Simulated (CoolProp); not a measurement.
Vapour-liquid equilibrium of diethyl ether (1) + acetone (2) at 42.9 kPa; x and y are mole fractions of (1).

The numbers come from the multi-fluid Helmholtz-energy mixture model, Thol 2014 and Lemmon 2006; pair parameters Bell 2016 in CoolProp.

| x | bubble temperature, mixture model (°C) | bubble temperature, Raoult's law (°C) | y, mixture model | y, Raoult's law |
|---|---|---|---|---|
| 0.05 | 30.1 | 31.5 | 0.152 | 0.106 |
| 0.2 | 23.3 | 27.4 | 0.457 | 0.365 |
| 0.35 | 18.8 | 23.8 | 0.625 | 0.558 |
| 0.5 | 16.0 | 20.7 | 0.725 | 0.704 |
| 0.65 | 14.2 | 17.8 | 0.796 | 0.817 |
| 0.8 | 13.1 | 15.3 | 0.863 | 0.907 |
| 0.95 | 12.4 | 13.0 | 0.955 | 0.979 |

The largest gap from Raoult's law is -5.0 K in bubble temperature, at x = 0.35. No azeotrope shows between x = 0.05 and 0.95.

The pair parameters rest on a limited set of measurements; away from them the model extrapolates.
